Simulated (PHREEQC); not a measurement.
Dissolve 34 mmol/kgw H2SO4, 160 mmol/kgw KNO3 and 0.23 mmol/kgw CuSO4 at 25 °C and 300 atm. Closed to the air; pH follows from the charge balance.

Model: ion-association model, phreeqc.dat, run in PHREEQC.

This is a speciation only: nothing precipitates in the calculation.

Question: Predict the pH, ionic strength, specific conductance.

Answer: pH 1.38; ionic strength 0.223 mol/kgw; specific conductance 34400 µS/cm.

Question: In which forms is Cu present?

Answer: Cu+2 84 %, CuSO4 16 % of the Cu.

Under pressure, the constants of complexes without a molar volume in the database are unreliable.
